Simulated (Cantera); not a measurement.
Charge: 1 mol HMDSO, 0.21 mol N2O, 0.82 mol H2, at 440 Pa.

Cantera equilibrium calculation (NASA polynomials, part measured and part estimated; ideal gas, pure solids and liquids). Candidate condensed phases: C, C6H6, C7H8, C8H18, H2O, Si, SiC, SiO2, Si2N2O, Si3N4; 151 gas species. The feed counts by its element totals alone. Mutual solubility and eutectic melting of coexisting phases are not modelled. The tables hold silica as quartz up to 1696 K and as liquid above; real silica turns to tridymite and cristobalite and melts near 1996 K. Rates play no part.

x: gas mole fraction; n: condensed amount in mol.

```json
[
 {"T (K)": "1048", "x H2": "1.000", "x CO": "0.000151", "x N2": "6.56e-8", "x H": "1.16e-7", "x HCN": "2.77e-9", "n C(graphite)": "4.92", "n SiC(s)": "1.08", "n SiO2(β-quartz)": "0.499", "n Si2N2O(s)": "0.210"},
 {"T (K)": "1148", "x H2": "0.997", "x CO": "0.00314", "x N2": "2.86e-6", "x H": "1.08e-6", "x HCN": "6.89e-8", "n C(graphite)": "4.87", "n SiC(s)": "1.10", "n SiO2(β-quartz)": "0.485", "n Si2N2O(s)": "0.210"},
 {"T (K)": "1248", "x H2": "0.960", "x CO": "0.0396", "x N2": "6.75e-5", "x H": "6.90e-6", "x HCN": "1.00e-6", "n C(graphite)": "4.31", "n SiC(s)": "1.28", "n SiO2(β-quartz)": "0.298", "n Si2N2O(s)": "0.209"},
 {"T (K)": "1348", "x H2": "0.901", "x CO": "0.0952", "x N2": "0.00354", "x H": "3.31e-5", "x HCN": "1.81e-5", "n C(graphite)": "3.31", "n SiC(s)": "1.66", "n SiO2(β-quartz)": "0", "n Si2N2O(s)": "0.171"},
 {"T (K)": "1448", "x H2": "0.873", "x CO": "0.107", "x N2": "0.0186", "x H": "0.000130", "x HCN": "9.22e-5", "n C(graphite)": "2.79", "n SiC(s)": "2.00", "n SiO2(β-quartz)": "0", "n Si2N2O(s)": "0"},
 {"T (K)": "1548", "x H2": "0.873", "x CO": "0.107", "x N2": "0.0186", "x H": "…", "x HCN": "…", "n C(graphite)": "2.79", "n SiC(s)": "2.00", "n SiO2(β-quartz)": "0", "n Si2N2O(s)": "0"},
 {"T (K)": "1648", "x H2": "0.872", "x CO": "0.107", "x N2": "0.0185", "x H": "0.00125", "x HCN": "0.000347", "n C(graphite)": "2.79", "n SiC(s)": "2.00", "n SiO2(β-quartz)": "0", "n Si2N2O(s)": "0"},
 {"T (K)": "1748", "x H2": "0.870", "x CO": "0.107", "x N2": "0.0183", "x H": "0.00321", "x HCN": "0.000597", "n C(graphite)": "2.79", "n SiC(s)": "1.99", "n SiO2(β-quartz)": "0", "n Si2N2O(s)": "0"},
 {"T (K)": "1848", "x H2": "0.866", "x CO": "0.107", "x N2": "0.0181", "x H": "…", "x HCN": "…", "n C(graphite)": "2.79", "n SiC(s)": "1.99", "n SiO2(β-quartz)": "0", "n Si2N2O(s)": "0"},
 {"T (K)": "1948", "x H2": "0.857", "x CO": "0.106", "x N2": "0.0178", "x H": "0.0158", "x HCN": "0.00147", "n C(graphite)": "2.78", "n SiC(s)": "1.99", "n SiO2(β-quartz)": "0", "n Si2N2O(s)": "0"}
]
```

Task: Complete the blanks.

Result: 
- 1848, x H: 0.00744
- 1848, x HCN: 0.000966
- 1548, x H: 0.000434
- 1548, x HCN: 0.000187
